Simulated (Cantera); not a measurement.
Feed: 1 mol CF4, 0.19 mol CH4, held at 1300 °C and 9.90 Pa.

Equilibrium computed with Cantera from the NASA thermochemical tables; the gas is ideal and each condensed phase is pure. Candidate condensed phases: C, C6H6, C7H8, C8H18; 95 gas species. Gases not in the tables: C2F6 and larger saturated fluorocarbons. Kinetics and transport are ignored.

Problem. What is the equilibrium state?

Solution. 
| Quantity | Result |
|---|---|
| x(CF4) | 0.506 |
| x(HF) | 0.480 |
| x(CF2) | 0.00864 |
| x(F) | 0.00546 |
| x(CF3) | 0.000439 |
| x(CF) | 1.68e-6 |
| n(C(graphite)) | 0.375 mol |
| gas amount | 1.583 mol |
